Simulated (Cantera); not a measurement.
A closed system holds: 1 mol C2H4, 0.05 mol CO2, equilibrated at 25.0 bar.

Method: chemical equilibrium by Gibbs-energy minimisation in Cantera with the NASA 1993 tables (ideal gas, pure condensed phases). Candidate condensed phases: C, C6H6, C7H8, C8H18, H2O; 110 gas species. Kinetics and transport are ignored.

### Question
At 1675 °C, list the 7 most abundant gas species with their mole fractions, and the condensed phases.

### Answer
H2 0.940, CO 0.0480, CH4 0.0108, C2H2 (acetylene) 0.000507, H 0.000219, H2O 0.000164, C2H4 0.000108. Condensed: C(graphite).
